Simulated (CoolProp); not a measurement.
The fluid at 298.15 K and 0.193 MPa is throttled through a valve to 0.0244 MPa with no heat exchange. The same conditions are run with several fluids, on thermodynamics alone (safety and materials aside).

Values from CoolProp's reference Helmholtz-energy equation of state of each fluid (decamethylcyclopentasiloxane (D5): Thol 2019; cyclopentane: Gedanitz 2015; R1233zd(E): Akasaka 2022; n-pentane: Thol 2019; dimethyl carbonate: Zhou 2011).

```csv
fluid,temperature change (K),final phase,final density (kg/m³)
decamethylcyclopentasiloxane (D5),+0.1,liquid,954
cyclopentane,-13.3,___,12.6
R1233zd(E),___,___,___
n-pentane,-25.0,"two-phase, vapour fraction 0.148",5.30
dimethyl carbonate,+0.1,liquid,1060
```

**Question.** Fill in the missing entries.

**Answer.** 
- cyclopentane, final phase: two-phase, vapour fraction 0.057
- R1233zd(E), temperature change (K): -39.7
- R1233zd(E), final phase: two-phase, vapour fraction 0.218
- R1233zd(E), final density (kg/m³): 6.88
